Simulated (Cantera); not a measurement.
A perfectly stirred reactor is fed with 4.32 % CH₄, 18.8 % O₂, 70.4 % N₂, 6.48 % H₂O, at 7.60 atm; it is adiabatic with a 523 K inlet, and is followed from long to short residence time, starting on the burning branch (τ in s: 0.046, 0.018, 0.0068, 0.0026, 0.00098, 0.00037, 0.00014, 5.5e-05, 2.1e-05, 7.9e-06, 3e-06).

Model: GRI-Mech 3.0 (53 species, 325 reactions), integrated in Cantera.

Problem. Predict: blow-out, bracketed by the residence times tried; x(CH₄) at τ = 46.0 ms; x(O₂) at τ = 46.0 ms; x(H₂O) at τ = 46.0 ms; x(N₂O) at τ = 46.0 ms; x(C₂H₆) at τ = 46.0 ms; x(CH₄) at τ = 0.370 ms; x(O₂) at τ = 0.370 ms; x(H₂O) at τ = 0.370 ms.

Solution. 
| Item | Result |
|---|---|
| blow-out, bracketed by the residence times tried | burning at 6.80 ms, out at 2.60 ms |
| x(CH₄) at τ = 46.0 ms | 5.61e-5 |
| x(O₂) at τ = 46.0 ms | 0.102 |
| x(H₂O) at τ = 46.0 ms | 0.151 |
| x(N₂O) at τ = 46.0 ms | 5.98e-7 |
| x(C₂H₆) at τ = 46.0 ms | 1.10e-7 |
| x(CH₄) at τ = 0.370 ms | 0.0432 |
| x(O₂) at τ = 0.370 ms | 0.188 |
| x(H₂O) at τ = 0.370 ms | 0.0648 |
